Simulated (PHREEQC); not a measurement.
**City or well water: an equilibrium model**

Synthetic water in mg/L, 25 °C, pH 7.44, pe 12:

```json
[
 {"constituent": "Na", "mg/L": "108"},
 {"constituent": "K", "mg/L": "29"},
 {"constituent": "Ca", "mg/L": "30.1"},
 {"constituent": "Mg", "mg/L": "20.5"},
 {"constituent": "Cl", "mg/L": "114"},
 {"constituent": "S(6) as SO4", "mg/L": "138"},
 {"constituent": "Alkalinity as HCO3", "mg/L": "162"},
 {"constituent": "Br", "mg/L": "0.498"},
 {"constituent": "N(5) as NO3", "mg/L": "6.57"}
]
```

Valence states are taken as typed.

All values are PHREEQC results (ion-association model, phreeqc.dat), not measurements.

This is a speciation only: nothing precipitates in the calculation.

Question: What ionic strength, charge-balance error does the model give?

Answer: ionic strength 0.0110 mol/kgw; charge-balance error -1.4 %.

Question: In which forms is Ca present?

Answer: Ca+2 89 %, CaSO4 8.6 %, CaHCO3+ 1.9 % of the Ca.
